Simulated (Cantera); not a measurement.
Source: NASA polynomial tables (part measured, part estimated), evaluated in Cantera. Values are per mole of reaction as written; species without (g) are pure solids or liquids, kept so even where they would boil at 1 bar.

H(g) + NaI ⇌ HI(g) + Na(g), with ΔH° = 203.5 kJ and ΔS° = 146.9 J/K at 300 K.

Task: How far is the shortcut ΔG° ≈ ΔH°(300 K) − T·ΔS°(300 K) from the full temperature-dependent value at 423, 473, 523, 573, 623, 673, 723 K?

Result: 
```json
[
 {"T (K)": "423", "shortcut (kJ)": "141.3", "full (kJ)": "141.8", "difference (kJ)": "-0.5", "difference in log10 K": "0.07"},
 {"T (K)": "473", "shortcut (kJ)": "134.0", "full (kJ)": "135.0", "difference (kJ)": "-1.0", "difference in log10 K": "0.11"},
 {"T (K)": "523", "shortcut (kJ)": "126.6", "full (kJ)": "128.3", "difference (kJ)": "-1.6", "difference in log10 K": "0.16"},
 {"T (K)": "573", "shortcut (kJ)": "119.3", "full (kJ)": "121.6", "difference (kJ)": "-2.4", "difference in log10 K": "0.22"},
 {"T (K)": "623", "shortcut (kJ)": "111.9", "full (kJ)": "115.1", "difference (kJ)": "-3.2", "difference in log10 K": "0.27"},
 {"T (K)": "673", "shortcut (kJ)": "104.6", "full (kJ)": "108.7", "difference (kJ)": "-4.2", "difference in log10 K": "0.32"},
 {"T (K)": "723", "shortcut (kJ)": "97.2", "full (kJ)": "102.5", "difference (kJ)": "-5.2", "difference in log10 K": "0.38"}
]
```
The shortcut ignores the heat-capacity change of the reaction.
